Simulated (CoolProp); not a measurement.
Vapour-liquid equilibrium of propane (1) + c-C4F8 (RC318) (2) at 9.15 °C; x and y are mole fractions of (1).

Computed with CoolProp (multi-fluid Helmholtz-energy mixture model, Lemmon 2009 and Platzer 1990; pair parameters Bell 2016). This equation is an older, rougher fit; its heat capacities, sound speeds and derivatives of the liquid may be far off and weren't checked against measurements.

```
x     bubble pressure, mixture model (MPa)  bubble pressure, Raoult's law (MPa)  y, mixture model  y, Raoult's law
----  ------------------------------------  -----------------------------------  ----------------  ---------------
0.05                                0.2475                               0.2041             0.282            0.152
0.2                                 0.4024                               0.2700             0.597            0.460
0.35                                0.4972                               0.3359             0.704            0.648
0.5                                 0.5519                               0.4018             0.760            0.773
0.65                                0.5867                               0.4677             0.803            0.864
0.8                                 0.6125                               0.5336             0.856            0.932
0.95                                0.6248                               0.5995             0.949            0.985
```

The largest gap from Raoult's law is +49.0 % in bubble pressure, at x = 0.2. y crosses x between x = 0.8 and 0.95: the model has an azeotrope there.

The pair parameters rest on a limited set of measurements; away from them the model extrapolates.
